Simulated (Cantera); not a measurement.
Feed: 1 mol Si2Cl6, 0.49 mol HCl, 91 mol H2, at 1350 K.

Method: chemical equilibrium by Gibbs-energy minimisation in Cantera with the NASA 1993 tables (ideal gas, pure condensed phases). Candidate condensed phases: Si; 19 gas species. The feed counts by its element totals alone. The tables' values for SiCl3 are old estimates; treat these amounts as uncertain. Rates play no part.

x: gas mole fraction; n: condensed amount in mol.

```json
[
 {"P (Pa)": "100", "x H2": "0.940", "x HCl": "0.0521", "x SiCl2": "0.00812", "x SiHCl3": "6.47e-6", "x SiCl4": "6.26e-6", "n Si(s)": "1.22"},
 {"P (Pa)": "460", "x H2": "0.940", "x HCl": "0.0518", "x SiCl2": "0.00803", "x SiHCl3": "2.92e-5", "x SiCl4": "2.81e-5", "n Si(s)": "1.22"},
 {"P (Pa)": "2100", "x H2": "0.941", "x HCl": "0.0510", "x SiCl2": "0.00777", "x SiHCl3": "[?]", "x SiCl4": "[?]", "n Si(s)": "1.20"},
 {"P (Pa)": "9600", "x H2": "0.942", "x HCl": "0.0487", "x SiCl2": "0.00708", "x SiHCl3": "0.000506", "x SiCl4": "0.000456", "n Si(s)": "1.16"},
 {"P (Pa)": "44000", "x H2": "0.947", "x HCl": "[?]", "x SiCl2": "[?]", "x SiHCl3": "[?]", "x SiCl4": "[?]", "n Si(s)": "[?]"},
 {"P (Pa)": "200000", "x H2": "0.953", "x HCl": "0.0349", "x SiCl2": "0.00360", "x SiHCl3": "0.00384", "x SiCl4": "0.00245", "n Si(s)": "0.861"}
]
```

Question: Fill in the missing entries.

Answer: 
- 44000, x HCl: 0.0434
- 44000, x SiCl2: 0.00559
- 44000, x SiHCl3: 0.00163
- 44000, x SiCl4: 0.00131
- 44000, n Si(s): 1.05
- 2100, x SiHCl3: 0.000127
- 2100, x SiCl4: 0.000120
